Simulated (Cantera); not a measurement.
**Abatement and gas-phase synthesis: SO2 + O2 + H2O**

A closed system holds: 1 mol SO2, 0.83 mol O2, 0.0033 mol H2O, at 750 Torr.

Method: chemical equilibrium by Gibbs-energy minimisation in Cantera with the NASA 1993 tables (ideal gas, pure condensed phases). Candidate condensed phases: H2O, H2SO4, S; 19 gas species. Kinetics and transport are ignored.

| T (K) | x SO2 | x O2 | x O | x SO | x OH |
|---|---|---|---|---|---|
| 2475 | 0.537 | 0.447 | 0.00855 | 0.00387 | 0.00158 |
| 2525 | 0.535 | 0.445 | 0.0109 | 0.00515 | 0.00175 |
| 2575 | 0.532 | 0.444 | 0.0138 | 0.00679 | 0.00191 |
| 2625 | 0.529 | 0.442 | 0.0173 | 0.00884 | 0.00206 |
| 2675 | 0.524 | 0.439 | 0.0215 | 0.0114 | 0.00219 |
| 2725 | 0.519 | 0.437 | 0.0265 | 0.0145 | 0.00231 |
| 2775 | 0.512 | 0.433 | 0.0324 | 0.0182 | 0.00240 |
| 2825 | 0.505 | 0.430 | 0.0392 | 0.0227 | 0.00247 |
| 2875 | 0.496 | 0.425 | 0.0472 | 0.0281 | 0.00251 |
| 2925 | 0.485 | 0.420 | 0.0564 | 0.0343 | 0.00253 |
| 2975 | 0.473 | 0.415 | 0.0669 | 0.0414 | 0.00252 |
| 3025 | 0.458 | 0.409 | 0.0788 | 0.0495 | 0.00249 |
| 3075 | 0.442 | 0.402 | 0.0922 | 0.0586 | 0.00244 |
x: gas mole fraction; nothing condenses.

From 2475 K to 3075 K nothing is condensed.
